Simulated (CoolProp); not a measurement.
The numbers come from the reference Helmholtz-energy equation of state, Gao 2020 in CoolProp.

### Question
For ammonia, give the phase and the speed of sound (m/s), Joule-Thomson coefficient (K/MPa), viscosity (µPa s) at 427.2 K and 3890 kPa; 547 K and 1470 kPa.

### Answer
- 427.2 K and 3890 kPa: gas; speed of sound 482, Joule-Thomson coefficient 8.30, viscosity 15.1
- 547 K and 1470 kPa: gas; speed of sound 570, Joule-Thomson coefficient 4.33, viscosity 19.7

Viscosity comes from a separate model (Fenghour 1995).
